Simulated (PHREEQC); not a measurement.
H3PO4 is added in steps, without added water, to 1 kg of water holding 0.18 mol/kgw (NH4)2SO4, at 20 °C. O2 is buffered at 0.21 atm. No CO2 enters from the air. Nothing may precipitate in this run.

Base run: PHREEQC, ion-association model, wateq4f.dat. Each further column changes one thing. The table gives H3PO4 (mol/kgw).

```csv
H3PO4 added (mol),base,all activity coefficients set to 1,Debye-Hückel limiting law,Davies equation for every ion,database phreeqc.dat
0,0,0,0,0,0
0.00925,0.00138,0.00160,0.00108,0.00136,0.00137
0.01619,0.00359,___,0.00286,0.00353,0.00356
0.02544,0.00744,0.00834,0.00606,0.00734,0.00738
0.03238,0.0108,0.0120,___,0.0107,0.0107
0.04163,0.0157,0.0174,0.0131,0.0156,0.0156
0.04856,0.0197,0.0216,0.0166,0.0195,0.0196
0.05781,0.0253,0.0276,___,0.0251,0.0252
0.06475,0.0297,0.0323,0.0252,0.0294,0.0295
0.074,0.0357,0.0387,0.0305,0.0354,0.0355
```

Question: What belongs in the gaps?

Answer: 
- 0.01619, all activity coefficients set to 1: 0.00408
- 0.03238, Debye-Hückel limiting law: 0.00890
- 0.05781, Debye-Hückel limiting law: 0.0214

H3PO4, which wateq4f.dat lacks, is added to it with the constant of phreeqc.dat.  phreeqc.dat and wateq4f.dat share most of their constants, so their agreement is no independent check.
